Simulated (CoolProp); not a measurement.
Vapour-liquid equilibrium of R1234yf (1) + R1234ze(E) (2) at 191.6 K; x and y are mole fractions of (1).

Model: multi-fluid Helmholtz-energy mixture model, Lemmon 2022 and Thol 2016; pair parameters Bell 2022, in CoolProp.

Question: Give the bubble pressure and the first vapour's composition at x = 0.125, 0.2, 0.65. Is there an azeotrope?

Answer: x = 0.125: 2.570 kPa, y = 0.251; x = 0.2: 2.780 kPa, y = 0.365; x = 0.65: 3.938 kPa, y = 0.797. No azeotrope shows between x = 0.05 and 0.95.

The pair parameters rest on a limited set of measurements; away from them the model extrapolates.
